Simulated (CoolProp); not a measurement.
Vapour-liquid equilibrium of CH2F2 (R32) (1) + R1234yf (2) at 212.1 K; x and y are mole fractions of (1).

Computed with CoolProp (multi-fluid Helmholtz-energy mixture model, Tillner-Roth 1997 and Lemmon 2022; pair parameters Bell 2023).

| x | bubble pressure (bar) | y at the bubble point | dew pressure at overall composition x (bar) | liquid density (mol/L) |
|---|---|---|---|---|
| 0.05 | 0.2405 | 0.217 | 0.2060 | 12.11 |
| 0.125 | 0.3010 | 0.419 | 0.2202 | 12.58 |
| 0.2 | 0.3552 | 0.544 | 0.2365 | 13.09 |
| 0.275 | 0.4022 | 0.628 | 0.2553 | 13.65 |
| 0.35 | 0.4421 | 0.688 | 0.2772 | 14.26 |
| 0.425 | 0.4755 | 0.733 | 0.3031 | 14.94 |
| 0.5 | 0.5033 | 0.768 | 0.3340 | 15.70 |
| 0.575 | 0.5266 | 0.799 | 0.3713 | 16.54 |
| 0.65 | 0.5467 | 0.826 | 0.4163 | 17.48 |
| 0.725 | 0.5643 | 0.854 | 0.4696 | 18.54 |
| 0.8 | 0.5802 | 0.883 | 0.5276 | 19.73 |
| 0.875 | 0.5945 | 0.918 | 0.5763 | 21.09 |
| 0.95 | 0.6066 | 0.962 | 0.6040 | 22.64 |

No azeotrope shows between x = 0.05 and 0.95.

The pair parameters rest on a limited set of measurements; away from them the model extrapolates.
